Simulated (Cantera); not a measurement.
## Stirred combustor or abatement burner

A perfectly stirred reactor is fed with CH4 : C2H6 : C3H8 : O2 : N2 = 1 : 0.25 : 0.24 : 9.7 : 36.5 (molar parts), equivalence ratio 0.42, at 6.91 atm; it is adiabatic with a 325 K inlet, and is followed from long to short residence time, starting on the burning branch (τ in s: 0.42, 0.18, 0.078, 0.034, 0.015, 0.0064, 0.0028, 0.0012, 0.00052, 0.00023, 9.8e-05).

Computed with Cantera and GRI-Mech 3.0 (53 species, 325 reactions). GRI-Mech 3.0 was tuned for natural gas; its chemistry of propane as a main component is partial and can be far from experiment.

```tsv
τ (s)	T (K)	x CH4	x C2H6	x C3H8	x C2H	x HCO
0.42	1350	2.60e-5	1.44e-6	1.46e-6	2.97e-12	5.76e-10
0.18	1345	5.27e-5	3.12e-6	3.08e-6	3.97e-12	1.41e-9
0.078	1334	0.000108	6.80e-6	6.53e-6	4.76e-12	3.42e-9
0.034	1310	0.000251	1.64e-5	1.53e-5	5.05e-12	8.30e-9
0.015	325	0.0210	0.00524	0.00503	<1e-12	<1e-12
0.0064	325	0.0210	0.00524	0.00503	<1e-12	<1e-12
0.0028	325	0.0210	0.00524	0.00503	<1e-12	<1e-12
0.0012	325	0.0210	0.00524	0.00503	<1e-12	<1e-12
0.00052	325	0.0210	0.00524	0.00503	<1e-12	<1e-12
0.00023	325	0.0210	0.00524	0.00503	<1e-12	<1e-12
9.8e-5	325	0.0210	0.00524	0.00503	<1e-12	<1e-12
```
x: mole fraction; the columns are a selection and need not sum to one.
